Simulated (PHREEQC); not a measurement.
A made-up water analysis in mg/L, 25 °C, pH 7.44, pe 12:

```csv
constituent,mg/L
Na,108
K,29
Ca,30.1
Mg,20.5
Cl,114
S(6) as SO4,138
Alkalinity as HCO3,162
Br,0.498
N(5) as NO3,6.57
```

Valence states are taken as typed.

Equilibrium calculation in PHREEQC: ion-association model, phreeqc.dat.

Question: The ionic strength comes out as 0.0110 mol/kgw. What activity coefficients do NO3-, NaSO4-, SO4-2, K+, CO3-2 get?

Answer: NO3- 0.89, NaSO4- 0.90, SO4-2 0.66, K+ 0.90, CO3-2 0.66.

This is a speciation only: nothing precipitates in the calculation.
